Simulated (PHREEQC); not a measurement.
**Metal-bearing waste water**

Dissolve 0.0028 mol CuSO4, 5.3e-05 mol CuCl2 and 0.29 mol HCl per kg of water at 25 °C. Closed to the air; pH follows from the charge balance.

All values are PHREEQC results (ion-association model, wateq4f.dat), not measurements.

This is a speciation only: nothing precipitates in the calculation.

What pH, activity of water does the model give?

pH 0.65; activity of water 0.990.

In which forms is S present?

HSO4- 88 %, SO4-2 11 % of the S.

Complexes and solids missing from the database can't appear.
